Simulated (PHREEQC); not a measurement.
Solution (24 °C): 0.00097 mol Cu(BF4)2 and 3.6e-05 mol Na2SO4 per kg of water. Closed to the air; pH follows from the charge balance.

Computed with PHREEQC (ion-association model, wateq4f.dat).

Question: The ionic strength comes out as 0.00386 mol/kgw. What activity coefficients do Cu+2, F-, CuF+, HSO4-, SO4-2 get?

Answer: Cu+2 0.77, F- 0.93, CuF+ 0.94, HSO4- 0.94, SO4-2 0.77.

No solid was allowed to form. Real BF4- forms and hydrolyses slowly; the run takes it at equilibrium.
